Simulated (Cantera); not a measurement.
Feed: 1 mol SiH4, 450 mol H2, equilibrated at 1698.15 K and 10.0 Torr.

These are equilibrium values from Cantera (NASA tables, ideal gas, pure condensed phases), not measurements of a reactor. Candidate condensed phases: Si; 9 gas species. Gases not in the tables: Si2H6 and higher silanes. Rates play no part.

Problem. What is the equilibrium state?

Solution. 
- x(H2) = 0.999
- x(H) = 0.00125
- x(Si) = 4.94e-5
- x(SiH2) = 1.40e-5
- x(SiH) = 8.87e-6
- n(Si(l)) = 0.967 mol
- gas amount = 452.3 mol
